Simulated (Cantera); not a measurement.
Thermodynamics of fluorocarbon and chlorocarbon gases, feed CHF3 + F2 + H2

Input: 1 mol CHF3, 0.023 mol F2, 5.8 mol H2, equilibrated at 25.0 Pa.

Cantera equilibrium calculation (NASA polynomials, part measured and part estimated; ideal gas, pure solids and liquids). Candidate condensed phases: C, C6H6, C7H8, C8H18; 110 gas species. Ions and electrons are included (thermal ionisation). Rates play no part.

From 2727 °C to 4727 °C nothing is condensed. The main C-bearing gas is C throughout.

```tsv
T (°C)	log p H	log p F	log p HF	log p C	log p C3	log p H2
2727	-3.73	-4.63	-4.55	-5.04	-5.75	-5.86
2977	-3.73	-4.40	-5.12	-4.85	-6.96	-6.47
3227	-3.72	-4.35	-5.75	-4.83	-8.43	-6.99
3477	-3.72	-4.34	-6.33	-4.82	-9.76	-7.45
3727	-3.72	-4.34	-6.85	-4.82	-10.93	-7.85
3977	-3.72	-4.34	-7.31	-4.82	-11.96	-8.21
4227	-3.72	-4.34	-7.72	-4.82	-12.88	-8.52
4477	-3.72	-4.34	-8.09	-4.83	-13.71	-8.81
4727	-3.72	-4.34	-8.42	-4.83	-14.46	-9.06
```
log p: log10 of the partial pressure in bar; nothing condenses.
